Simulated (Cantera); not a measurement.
## Carbon deposition, reforming and gasification: C₃H₈ + H₂O + H₂

A closed system holds: 1 mol C₃H₈, 0.34 mol H₂O, 5.6 mol H₂, at 1 atm.

Cantera equilibrium calculation (NASA polynomials, part measured and part estimated; ideal gas, pure solids and liquids). Candidate condensed phases: C, C₆H₆, C₇H₈, C₈H₁₈, H₂O; 110 gas species. The numbers say what is thermodynamically allowed, not how fast it happens.

```csv
T (°C),x H₂,x CH₄,x H,x H₂O,x CO,x C₂H₂ (acetylene),n C(graphite)
277,0.519,0.432,<1e-12,0.0490,1.48e-9,<1e-12,0
477,0.521,0.431,<1e-12,0.0479,0.000490,<1e-12,0
677,0.843,0.121,5.07e-10,0.0161,0.0202,2.31e-10,1.72
877,0.945,0.0212,7.21e-8,0.00145,0.0323,3.66e-8,2.46
1077,0.961,0.00540,2.32e-6,0.000185,0.0331,1.19e-6,2.61
1277,0.965,0.00192,3.07e-5,3.92e-5,0.0331,1.55e-5,2.64
1477,0.966,0.000863,0.000227,1.19e-5,0.0331,0.000111,2.65
1677,0.965,0.000459,0.00112,4.65e-6,0.0331,0.000527,2.64
1877,0.961,0.000275,0.00411,2.17e-6,0.0330,0.00186,2.62
2077,0.950,0.000178,0.0121,1.14e-6,0.0329,0.00524,2.55
2277,0.925,0.000120,0.0298,6.58e-7,0.0326,0.0123,2.40
2477,0.879,8.17e-5,0.0637,3.96e-7,0.0320,0.0247,2.11
```
x: gas mole fraction; n: condensed amount in mol.

From 277 °C to 477 °C nothing is condensed. From 677 °C to 2477 °C the condensed part is C(graphite). The main C-bearing gas is CH₄ at 277 °C and C₂H₂ (acetylene) at 2477 °C.
